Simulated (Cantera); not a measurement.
A closed system holds: 1 mol SiO2, 0.12 mol MgCl2, 0.87 mol O2, held at 1050 °C.

Equilibrium computed with Cantera from the NASA thermochemical tables; the gas is ideal and each condensed phase is pure. Candidate condensed phases: Mg, MgCl2, MgO, MgSiO3, Mg2SiO4, Si, SiO2; 20 gas species. Mutual solubility and eutectic melting of coexisting phases are not modelled. The tables hold silica as quartz up to 1696 K and as liquid above; real silica turns to tridymite and cristobalite and melts near 1996 K. Condensed phases not in the tables: alloys, solid solutions and most ternary compounds. Kinetics and transport are ignored.

x: gas mole fraction; n: condensed amount in mol.

```csv
P (Pa),x O2,x Cl,x Cl2,x MgCl2,x ClO,n MgSiO3(s),n SiO2(β-quartz)
10,0.786,0.196,0.0166,(withheld),5.49e-5,0.118,0.882
100,0.820,0.118,0.0602,(withheld),0.000107,0.118,0.882
1000,0.850,0.0481,0.101,(withheld),0.000141,0.119,0.881
10000,0.864,0.0166,0.119,(withheld),0.000154,0.120,0.880
100000,0.869,0.00538,0.126,(withheld),0.000159,0.120,0.880
1000000,0.870,0.00172,0.128,(withheld),0.000160,0.120,0.880
```

Task: What belongs in the gaps?

Result: 
- 10, x MgCl2: 0.00190
- 100, x MgCl2: 0.00214
- 1000, x MgCl2: 0.00111
- 10000, x MgCl2: 0.000412
- 100000, x MgCl2: 0.000137
- 1000000, x MgCl2: 4.41e-5
